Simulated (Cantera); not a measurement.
A closed system holds: 1 mol B2H6, 0.17 mol NH3, held at 47.3 Torr.

These are equilibrium values from Cantera (NASA tables, ideal gas, pure condensed phases), not measurements of a reactor. Candidate condensed phases: B, BN; 15 gas species. The feed counts by its element totals alone. Mutual solubility and eutectic melting of coexisting phases are not modelled. Equilibrium is a limit: real reactors are often held back by kinetics, nucleation or transport. All values below are at 1225 K.

Base state: H2 1.000 (mole fractions); condensed: B(s) + BN(s).

**Question.** What changes in the equilibrium state with this change: NH3 from 0.17 to 13 mol?

**Answer.** 
```json
[
 {"species": "H2", "before": "1.000", "after": "0.804"},
 {"species": "N2", "before": "<1e-9", "after": "0.196"},
 {"species": "B(s), mol", "before": "1.83", "after": "0"},
 {"species": "BN(s), mol", "before": "0.170", "after": "2.00"}
]
```
